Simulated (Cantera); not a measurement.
A Cantera script and what it prints.

```python
import numpy as np
import cantera as ct

gas_names = """
    C CN CO CO2 C2 CCN CNC C2N2 C2O C3 C3O2 C4 C4N2 C5 Fe FeC5O5 FeO N NCO NO NO2 NO3 N2 N2O O O2 O3
""".split()
cond_names = """
    C(gr) Fe(a) Fe(c) Fe(d) Fe(L) FeC5O5(L) FeO(s) FeO(L) Fe2O3(s) Fe3O4(s)
""".split()


# ... load() reads the species with a 1 bar reference pressure and builds the phases ...
atoms = {
    'Fe(CO)5': {'Fe': 1, 'C': 5, 'O': 5},
    'O2': {'O': 2},
    'N2': {'N': 2},
    'CO': {'C': 1, 'O': 1},
}
top_T = {'C(gr)': 4500, 'Fe2O3(s)': 1830, 'Fe3O4(s)': 1870}  # K; cautious upper limits of use, not melting points


# ... equilibrate(T, P, feed) seeds the gas with the atoms and calls Mixture.equilibrate('TP', solver="vcs", rtol=1e-11, max_steps=5000) ...
results = []
feed = {'Fe(CO)5': 1, 'O2': 0.05, 'N2': 71, 'CO': 0.056}  # mol
T = 1298  # K
P = 12000  # Pa
mix = equilibrate(T, P, feed)
results.append((T, P, feed, dict(zip(mix.species_names, mix.species_moles))))
print(gas.report(threshold=1e-06))
for i in range(1, mix.n_phases):
    print(f"{mix.phase(i).name:16s} {mix.phase_moles(i):12.5e} mol")
```

Result:

```
       temperature   1298 K
          pressure   12000 Pa
           density   0.031172 kg/m^3
  mean mol. weight   28.035 kg/kmol
   phase of matter   gas

                          1 kg             1 kmol
                     ---------------   ---------------
          enthalpy        8.4696e+05        2.3744e+07  J
   internal energy          4.62e+05        1.2952e+07  J
           entropy            9169.9        2.5708e+05  J/K
    Gibbs function       -1.1056e+07       -3.0994e+08  J
 heat capacity c_p            1216.4             34101  J/K
 heat capacity c_v             919.8             25786  J/K

                      mass frac. Y      mole frac. X     chem. pot. / RT
                     ---------------   ---------------   ---------------
                CO          0.065105          0.065163           -41.418
               CO2          0.002064         0.0013148           -74.717
                N2           0.93283           0.93352           -27.768
     [  +24 minor]        1.7126e-08        8.6012e-09

C(gr)             0.00000e+00 mol
Fe(c)             9.99999e-01 mol
FeC5O5(L)         0.00000e+00 mol
FeO(s)            0.00000e+00 mol
Fe2O3(s)          0.00000e+00 mol
Fe3O4(s)          0.00000e+00 mol
```

These are equilibrium values from Cantera (NASA tables, ideal gas, pure condensed phases), not measurements of a reactor.
